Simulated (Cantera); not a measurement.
Mixture: CO : H₂ : CH₄ : O₂ : N₂ = 1 : 1.4 : 0.043 : 2.01 : 7.56 (molar parts), at 0.400 bar, adiabatic and at constant volume. Ignition delay is the time to a rise of 400 K.

Cantera simulation using GRI-Mech 3.0 (53 species, 325 reactions); the numbers are that mechanism's predictions, not measurements. Below about 1000 K GRI-Mech 3.0 lacks low-temperature oxidation paths. Below about 950 K walls govern HO2 and H2O2 in real vessels. Where the delays flatten at high temperature, the 400 K rule measures the pace of heat release, not the induction time.

Question: Predict: delay at 850 K; delay at 950 K; delay at 1050 K; delay at 1150 K; delay at 1250 K; delay at 1350 K; delay at 1450 K.

Answer: 
```json
{
  "delay at 850 K": "0.102 s",
  "delay at 950 K": "0.941 ms",
  "delay at 1050 K": "0.342 ms",
  "delay at 1150 K": "0.188 ms",
  "delay at 1250 K": "0.126 ms",
  "delay at 1350 K": "97.8 µs",
  "delay at 1450 K": "85.9 µs"
}
```
